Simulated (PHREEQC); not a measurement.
Solution (25 °C): 0.017 mol LiOH and 0.2 mol H2SO4 per kg of water. Closed to the air; pH follows from the charge balance.

Computed with PHREEQC (ion-association model, phreeqc.dat).

```
Item                         Result
--------------------  -------------
pH                             0.78
ionic strength        0.258 mol/kgw
activity of water             0.993
specific conductance    67000 µS/cm
density                 1.009 g/cm³
total alkalinity        -383 meq/kg
```

| species | molality | activity | log γ |
|---|---|---|---|
| H+ | 0.213 | 0.168 | -0.104 |
| HSO4- | 0.170 | 0.126 | -0.132 |
| SO4-2 | 0.0290 | 0.00772 | -0.575 |
| Li+ | 0.0164 | 0.0122 | -0.129 |
| LiSO4- | 0.000569 | 0.000411 | -0.141 |

Precipitation was switched off in this run. Complexes and solids missing from the database can't appear.
